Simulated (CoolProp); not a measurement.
Values from CoolProp's reference Helmholtz-energy equation of state, Thol 2014.

Question: For chloromethane (R40), give the phase and the density (kg/m³), isothermal compressibility (1/MPa) at 270.9 K and 0.936 MPa; 303.2 K and 0.936 MPa.

Answer: 
- 270.9 K and 0.936 MPa: liquid; density 966, isothermal compressibility 0.00177
- 303.2 K and 0.936 MPa: liquid; density 902, isothermal compressibility 0.00275
